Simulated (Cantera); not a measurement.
Mixture: CH3OH : O2 : N2 = 1 : 0.938 : 3.52 (molar parts), equivalence ratio 1.6, at 6.30 bar, adiabatic and at constant volume. Ignition delay is the time to a rise of 400 K.

Model: GRI-Mech 3.0 (53 species, 325 reactions), integrated in Cantera. GRI-Mech 3.0 was tuned for natural gas; its chemistry of methanol as a main component is partial and can be far from experiment.

Question: What does this change do: constant pressure in place of constant volume?

Answer: 
```csv
quantity,before,after
delay at 1175 K,2.82 ms,2.88 ms
delay at 1325 K,0.274 ms,0.285 ms
delay at 1475 K,45.2 µs,48.9 µs
delay at 1625 K,11.2 µs,12.8 µs
apparent activation energy between 1550 and 1700 K,180 kJ/mol,170 kJ/mol
```
